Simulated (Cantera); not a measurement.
A perfectly stirred reactor is fed with CH4 : H2 = 0.014 : 1 (molar parts), at 0.0385 atm; it is held at 1875 K, and followed from long to short residence time.

Model: GRI-Mech 3.0 (53 species, 325 reactions), integrated in Cantera. GRI-Mech 3.0 stops at C3 and has no aromatics, soot or wall deposition, so with more carbon than oxygen in the feed, carbon stays in small species such as C2H2 where larger ones or solid carbon would form. Radical loss at walls, strong at low pressure, is not modelled.

Question: Predict: x(CH4) at τ = 12.0 s; x(H2) at τ = 12.0 s; x(C2H4) at τ = 12.0 s; x(CH2) at τ = 12.0 s; x(C2H2) at τ = 12.0 s; x(CH4) at τ = 0.340 s; x(H2) at τ = 0.340 s; x(C2H4) at τ = 0.340 s; x(CH2) at τ = 0.340 s; x(C2H2) at τ = 0.340 s.

Answer: 
```json
{
  "x(CH4) at τ = 12.0 s": "0.000869",
  "x(H2) at τ = 12.0 s": "0.989",
  "x(C2H4) at τ = 12.0 s": "3.62e-6",
  "x(CH2) at τ = 12.0 s": "2.22e-7",
  "x(C2H2) at τ = 12.0 s": "0.00634",
  "x(CH4) at τ = 0.340 s": "0.00477",
  "x(H2) at τ = 0.340 s": "0.988",
  "x(C2H4) at τ = 0.340 s": "6.59e-6",
  "x(CH2) at τ = 0.340 s": "9.31e-7",
  "x(C2H2) at τ = 0.340 s": "0.00430"
}
```
